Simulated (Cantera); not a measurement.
Standard-state values (1 bar) from the NASA 1993 polynomials, evaluated with Cantera. Values are per mole of reaction as written; species without (g) are pure solids or liquids, kept so even where they would boil at 1 bar. ZrN: taken at fixed stoichiometry.

Problem. Between 1150 and 1550 K, where is each reaction favourable under standard conditions?
- N(g) + 2 H(g) + ZrO2(g) = H2O2(g) + ZrN

Solution. 
- N(g) + 2 H(g) + ZrO2(g) = H2O2(g) + ZrN: ΔG° is -672 kJ at 1150 K and -511 kJ at 1550 K; it stays negative (K > 1). ΔH° is -1132 kJ and ΔS° -401 J/K at 1550 K.
